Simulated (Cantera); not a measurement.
Input (Python, Cantera) and output of one run.

```python
import numpy as np
import cantera as ct

gas_names = """
    NH3 N2 H2S
""".split()
cond_names = """
    NiS2(s) NiS2(L) Ni3S4(s)
""".split()


def load(file, names, dense=False):
    # The tables refer to 1 bar. Condensed volumes are neglected.
    table = {s.name: s for s in ct.Species.list_from_file(file)}
    out = []
    for n in names:
        d = dict(table[n].input_data)
        d["thermo"] = dict(d["thermo"], **{"reference-pressure": 1e5})
        if dense:
            d["equation-of-state"] = {"model": "constant-volume", "density": "1e6 g/cm^3"}
        out.append(ct.Species.from_dict(d))
    return out


species = {s.name: s for s in load("nasa_gas.yaml", gas_names) + load("nasa_condensed.yaml", cond_names)}
# Each term lists the table entries of one substance; the one whose range holds T is used.
reactions = {
    '4 NH3(g) + 9 NiS2 = 2 N2(g) + 3 Ni3S4 + 6 H2S(g)':
        [(-4, ['NH3']), (-9, ['NiS2(s)', 'NiS2(L)']), (2, ['N2']), (3, ['Ni3S4(s)']), (6, ['H2S'])],
}


def pick(names, T):
    return next(species[n] for n in names if species[n].thermo.min_temp <= T <= species[n].thermo.max_temp)


results = []
for label, terms in reactions.items():
    print(label)
    print("     T/K   dH/kJ  dS/(J/K)   dG/kJ   log10 K")
    for T in [300, 350, 375, 400, 425, 450, 475, 500, 525, 550]:
        used = [(nu, pick(names, T)) for nu, names in terms]
        dH = sum(nu * s.thermo.h(T) for nu, s in used) / 1e6
        dS = sum(nu * s.thermo.s(T) for nu, s in used) / 1e3
        dG = dH - T * dS / 1e3
        logK = -dG * 1e6 / (ct.gas_constant * T * np.log(10))
        results.append((label, T, dH, dS, dG, logK, [s.name for _, s in used]))
        print(f"{T:8g} {dH:8.1f} {dS:8.1f} {dG:8.1f} {logK:8.2f}")
```

Result:

```
4 NH3(g) + 9 NiS2 = 2 N2(g) + 3 Ni3S4 + 6 H2S(g)
     T/K   dH/kJ  dS/(J/K)   dG/kJ   log10 K
     300    339.8    758.4    112.3   -19.54
     350    339.0    756.1     74.4   -11.10
     375    338.9    755.7     55.5    -7.73
     400    338.8    755.6     36.6    -4.78
     425    338.9    755.8     17.7    -2.18
     450    339.2    756.3     -1.2     0.14
     475    339.5    757.1    -20.1     2.21
     500    340.0    758.1    -39.0     4.08
     525    340.7    759.4    -58.0     5.77
     550    341.4    760.8    -77.0     7.31
```

Source: NASA polynomial tables (part measured, part estimated), evaluated in Cantera. Condensed species are held in their standard states even where they would react or evaporate.
